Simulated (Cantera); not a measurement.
What does this Cantera script print?

```python
import numpy as np
import cantera as ct

gas_names = """
    CL CL2 N N2 Si SiCL SiCL2 SiCL3 SiCL4 SiN Si2 Si2N Si3
""".split()
cond_names = """
    Si(cr) Si(L) Si3N4(a)
""".split()


# ... load() reads the species with a 1 bar reference pressure and builds the phases ...
atoms = {
    'Si': {'Si': 1},
    'Cl2': {'CL': 2},
    'N2': {'N': 2},
}
top_T = {'Si3N4(a)': 2400}  # K; cautious upper limits of use, not melting points


# ... equilibrate(T, P, feed) seeds the gas with the atoms and calls Mixture.equilibrate('TP', solver="vcs", rtol=1e-11, max_steps=5000) ...
results = []
feed = {'Si': 1, 'Cl2': 9, 'N2': 26}  # mol
P = 87  # Pa
for T in [1098, 1148, 1198, 1248, 1298, 1348, 1398, 1448, 1498, 1548, 1598, 1648]:
    mix = equilibrate(T, P, feed)
    results.append((T, P, feed, dict(zip(mix.species_names, mix.species_moles))))
    x = sorted(zip(gas.X, gas.species_names), reverse=True)
    print(f"T = {T:g} K  P = {P:g} Pa  gas = {mix.phase_moles(0):.4g} mol")
    print("   x: " + "  ".join(f"{s} {v:.3e}" for v, s in x if v > 0.001))
    print("   condensed (mol): " + ("  ".join(f"{mix.phase(i).name} {mix.phase_moles(i):.4g}"
          for i in range(1, mix.n_phases) if mix.phase_moles(i) > 1e-12) or "none"))
```

It prints:

```
T = 1098 K  P = 87 Pa  gas = 34.38 mol
   x: N2 7.563e-01  CL2 1.926e-01  SiCL4 2.909e-02  CL 2.199e-02
   condensed (mol): none
T = 1148 K  P = 87 Pa  gas = 34.67 mol
   x: N2 7.499e-01  CL2 1.825e-01  CL 3.882e-02  SiCL4 2.884e-02
   condensed (mol): none
T = 1198 K  P = 87 Pa  gas = 35.13 mol
   x: N2 7.402e-01  CL2 1.672e-01  CL 6.416e-02  SiCL4 2.847e-02
   condensed (mol): none
T = 1248 K  P = 87 Pa  gas = 35.77 mol
   x: N2 7.268e-01  CL2 1.461e-01  CL 9.919e-02  SiCL4 2.795e-02
   condensed (mol): none
T = 1298 K  P = 87 Pa  gas = 36.62 mol
   x: N2 7.101e-01  CL 1.429e-01  CL2 1.197e-01  SiCL4 2.731e-02
   condensed (mol): none
T = 1348 K  P = 87 Pa  gas = 37.6 mol
   x: N2 6.916e-01  CL 1.913e-01  CL2 9.055e-02  SiCL4 2.659e-02
   condensed (mol): none
T = 1398 K  P = 87 Pa  gas = 38.58 mol
   x: N2 6.739e-01  CL 2.375e-01  CL2 6.266e-02  SiCL4 2.590e-02
   condensed (mol): none
T = 1448 K  P = 87 Pa  gas = 39.43 mol
   x: N2 6.594e-01  CL 2.753e-01  CL2 3.989e-02  SiCL4 2.530e-02
   condensed (mol): none
T = 1498 K  P = 87 Pa  gas = 40.05 mol
   x: N2 6.492e-01  CL 3.020e-01  SiCL4 2.480e-02  CL2 2.388e-02
   condensed (mol): none
T = 1548 K  P = 87 Pa  gas = 40.46 mol
   x: N2 6.426e-01  CL 3.188e-01  SiCL4 2.428e-02  CL2 1.385e-02
   condensed (mol): none
T = 1598 K  P = 87 Pa  gas = 40.72 mol
   x: N2 6.384e-01  CL 3.290e-01  SiCL4 2.344e-02  CL2 7.988e-03  SiCL3 1.009e-03
   condensed (mol): none
T = 1648 K  P = 87 Pa  gas = 40.94 mol
   x: N2 6.350e-01  CL 3.359e-01  SiCL4 2.168e-02  CL2 4.676e-03  SiCL3 2.237e-03
   condensed (mol): none
```

Cantera equilibrium calculation (NASA polynomials, part measured and part estimated; ideal gas, pure solids and liquids). The tables' values for SiCl3 are old estimates; treat these amounts as uncertain.
